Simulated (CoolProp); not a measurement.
Saturation properties of hexamethyldisiloxane (MM).

Model: reference Helmholtz-energy equation of state, Thol 2016, in CoolProp.

```
T (K)  p (MPa)  liquid density (kg/m³)  vapour density (kg/m³)  enthalpy of vaporisation (kJ/kg)  surface tension (mN/m)
-----  -------  ----------------------  ----------------------  --------------------------------  ----------------------
379.9   0.1210                   667.2                   6.703                             189.4                    8.56
391.2   0.1641                   653.0                   8.992                             183.1                    7.68
402.5   0.2180                   638.3                   11.87                             176.6                    6.83
413.8   0.2846                   622.9                   15.46                             169.6                    5.99
425     0.3648                   606.8                   19.88                             162.3                    5.19
436.3   0.4620                   589.7                   25.41                             154.3                    4.41
447.6   0.5777                   571.3                   32.27                             145.6                    3.66
458.9   0.7144                   551.4                   40.87                             136.1                    2.93
```

It boils at 373.7 K under 1 atm.

Surface tension comes from a separate correlation (Mulero 2014), older than this fluid's equation and unchecked against measurements.
